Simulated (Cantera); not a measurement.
A closed system holds: 1 mol SiH4, 1.2 mol NH3, 15 mol N2, at 1.00 Torr.

Method: chemical equilibrium by Gibbs-energy minimisation in Cantera with the NASA 1993 tables (ideal gas, pure condensed phases). Candidate condensed phases: Si, Si3N4; 18 gas species. The tables' values for SiN are old estimates; treat these amounts as uncertain. Gases not in the tables: Si2H6 and higher silanes. The numbers say what is thermodynamically allowed, not how fast it happens. All values below are at 2048 K.

Base state: N2 0.756, H2 0.171, Si 0.0459, H 0.0254, Si2 0.000432, SiH 0.000422, Si2N 0.000345, SiN 0.000339 (mole fractions); condensed: gas only.

Task: What changes in the equilibrium state with this change: pressure from 1.00 Torr to 750 Torr?

Result: 
```
species          before    after
-------------  --------  -------
N2                0.756    0.797
H2                0.171    0.202
H                0.0254  0.00101
Si               0.0459  3.98e-5
Si3             7.32e-5  2.67e-8
Si2            0.000432  2.43e-7
Si2N           0.000345  5.46e-6
Si3N4(s), mol         0    0.333
```

Task: What changes in the equilibrium state with this change: NH3 from 1.2 to 0.26 mol?

Result: 
```
species   before    after
-------  -------  -------
N2         0.756    0.809
H2         0.171    0.117
Si        0.0459   0.0505
H         0.0254   0.0210
Si3      7.32e-5  9.76e-5
SiH2     1.92e-5  1.45e-5
```
